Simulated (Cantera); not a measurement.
Input: 1 mol Cu2O, 1.4 mol C, 2.7 mol H2, held at 12000 Pa.

These are equilibrium values from Cantera (NASA tables, ideal gas, pure condensed phases), not measurements of a reactor. Candidate condensed phases: C, C6H6, C7H8, C8H18, Cu, CuO, Cu(OH)2, Cu2O, H2O; 113 gas species. The numbers say what is thermodynamically allowed, not how fast it happens.

x: gas mole fraction; n: condensed amount in mol.

```
T (K)   x H2   x CO     x H2O       x CH4     x CO2      x H  n C(graphite)  n Cu(s)  n Cu(l)
-----  -----  -----  --------  ----------  --------  -------  -------------  -------  -------
998    0.723  0.257   0.00911  (withheld)   0.00469  5.28e-9          0.428     2.00        0
1048   0.725  0.265   0.00431  (withheld)   0.00187  1.90e-8          0.409     2.00        0
1098   0.727  0.268   0.00215  (withheld)  0.000787  6.09e-8          0.402     2.00        0
1148   0.728  0.269   0.00113  (withheld)  0.000354  1.76e-7          0.400     2.00        0
1198   0.728  0.270  0.000626  (withheld)  0.000170  4.68e-7          0.399     2.00        0
1248   0.729  0.270  0.000363  (withheld)   8.64e-5  1.15e-6          0.399     2.00        0
1298   0.729  0.270  0.000220  (withheld)   4.64e-5  2.64e-6          0.399     2.00        0
1348   0.729  0.270  0.000138  (withheld)   2.61e-5  5.70e-6          0.399     2.00        0
1398   0.729  0.270   8.96e-5  (withheld)   1.53e-5  1.17e-5          0.399        0     2.00
```

Task: What belongs in the gaps?

Result: 
- 998, x CH4: 0.00612
- 1048, x CH4: 0.00369
- 1098, x CH4: 0.00232
- 1148, x CH4: 0.00151
- 1198, x CH4: 0.00102
- 1248, x CH4: 0.000711
- 1298, x CH4: 0.000508
- 1348, x CH4: 0.000372
- 1398, x CH4: 0.000279
